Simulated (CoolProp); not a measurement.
n-perfluorobutane along the isotherm 441.9 K: density (kg/m³) from the reference equation and from simpler models built on Tc = 386.3 K, pc = 23.22 bar, ω = 0.372; each cubic takes its own stable root.

Values from CoolProp's reference Helmholtz-energy equation of state, Gao 2022.

| p (bar) | phase | reference |
|---|---|---|
| 2.32 | gas | 15.34 |
| 4.64 | gas | 31.33 |
| 6.97 | gas | 48.13 |
| 9.29 | gas | 65.67 |
| 11.6 | gas | 84.05 |
| 13.9 | gas | 103.4 |
| 16.3 | gas | 124.7 |
| 18.6 | gas | 146.5 |
| 20.9 | gas | 169.8 |
| 23.2 | gas | 194.6 |
| 25.5 | supercritical | 221.3 |
| 27.9 | supercritical | 251.2 |
| 30.2 | supercritical | 282.0 |
| 32.5 | supercritical | 315.2 |
| 34.8 | supercritical | 350.7 |

### Question
How far does each simpler model (van der Waals, Soave-Redlich-Kwong) lie from the reference over these 15 states: mean and median of the absolute difference, and the worst?

### Answer
- van der Waals: mean 5.2 %, median 2.8 %, worst +18.8 % at 441.9 K and 34.8 bar
- Soave-Redlich-Kwong: mean 0.9 %, median 0.3 %, worst -3.3 % at 441.9 K and 34.8 bar
